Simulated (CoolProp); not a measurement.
A Linde-Hampson liquefier for oxygen: isothermal reversible compression at 250 K from 1 atm to 5 MPa, throttling to 1 atm, return gas leaving the recuperator 5 K below the feed. Each further row changes one setting.

The numbers come from the reference Helmholtz-energy equation of state, Schmidt 1985 in CoolProp.

```tsv
case	liquid yield per pass	compression work (kJ/kg of gas)
as stated	0.035	249
high pressure 10 MPa	0.084	290
warm-end temperature 280 K	0.024	281
warm-end gap 10 K	0.023	249
```
